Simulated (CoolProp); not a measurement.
2000 sccm (0 °C, 1 atm) of nitrogen bubbles through liquid octamethyltrisiloxane (MDM) at 357 K and leaves saturated at a total pressure of 0.0656 MPa (ideal gas phase). Each further row changes one setting.

Values from CoolProp's reference Helmholtz-energy equation of state, Thol 2017.

```tsv
case	vapour pressure (kPa)	mole fraction of vapour	delivery (mg/min)	delivery (sccm)	change of delivery for a bath 1 K warmer (%)
as stated	10.7	0.163	4100	388	5.0
bath temperature 362 K	13.0	0.199	5240	496	5.1
total pressure 0.131 MPa	10.7	0.0814	1870	177	4.6
```
